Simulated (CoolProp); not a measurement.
Cyclopentane along the isobar 344 kPa: density (kg/m³) from the reference equation and from simpler models built on Tc = 238.6 °C, pc = 4583 kPa, ω = 0.202; each cubic takes its own stable root.

The numbers come from the reference Helmholtz-energy equation of state, Gedanitz 2015 in CoolProp.

```json
[
 {"T (°C)": "-23.85", "phase": "liquid", "reference": "787.1", "Redlich-Kwong": "741.5", "Soave-Redlich-Kwong": "750.9"},
 {"T (°C)": "-2.35", "phase": "liquid", "reference": "767.1", "Redlich-Kwong": "722.1", "Soave-Redlich-Kwong": "733.7"},
 {"T (°C)": "19.15", "phase": "liquid", "reference": "746.5", "Redlich-Kwong": "?", "Soave-Redlich-Kwong": "714.9"},
 {"T (°C)": "40.65", "phase": "liquid", "reference": "725.0", "Redlich-Kwong": "678.6", "Soave-Redlich-Kwong": "694.3"},
 {"T (°C)": "62.05", "phase": "liquid", "reference": "702.6", "Redlich-Kwong": "654.0", "Soave-Redlich-Kwong": "671.6"},
 {"T (°C)": "83.55", "phase": "liquid", "reference": "678.7", "Redlich-Kwong": "8.789", "Soave-Redlich-Kwong": "646.2"},
 {"T (°C)": "105.05", "phase": "gas", "reference": "8.289", "Redlich-Kwong": "8.186", "Soave-Redlich-Kwong": "8.228"},
 {"T (°C)": "126.55", "phase": "gas", "reference": "7.736", "Redlich-Kwong": "7.670", "Soave-Redlich-Kwong": "7.698"},
 {"T (°C)": "147.95", "phase": "gas", "reference": "7.266", "Redlich-Kwong": "7.223", "Soave-Redlich-Kwong": "7.242"},
 {"T (°C)": "169.45", "phase": "gas", "reference": "6.856", "Redlich-Kwong": "6.827", "Soave-Redlich-Kwong": "6.840"},
 {"T (°C)": "190.95", "phase": "gas", "reference": "6.495", "Redlich-Kwong": "?", "Soave-Redlich-Kwong": "6.484"},
 {"T (°C)": "212.45", "phase": "gas", "reference": "6.174", "Redlich-Kwong": "6.162", "Soave-Redlich-Kwong": "6.166"},
 {"T (°C)": "233.85", "phase": "gas", "reference": "?", "Redlich-Kwong": "5.880", "Soave-Redlich-Kwong": "5.881"},
 {"T (°C)": "255.35", "phase": "gas", "reference": "5.627", "Redlich-Kwong": "5.623", "Soave-Redlich-Kwong": "5.622"},
 {"T (°C)": "276.85", "phase": "gas", "reference": "5.390", "Redlich-Kwong": "5.389", "Soave-Redlich-Kwong": "5.385"}
]
```

### Question
Fill in the missing entries.

### Answer

- 19.15, Redlich-Kwong: 701.2
- 190.95, Redlich-Kwong: 6.477
- 233.85, reference: 5.887

At some of these states Redlich-Kwong gives the other phase, because its saturation line lies elsewhere.
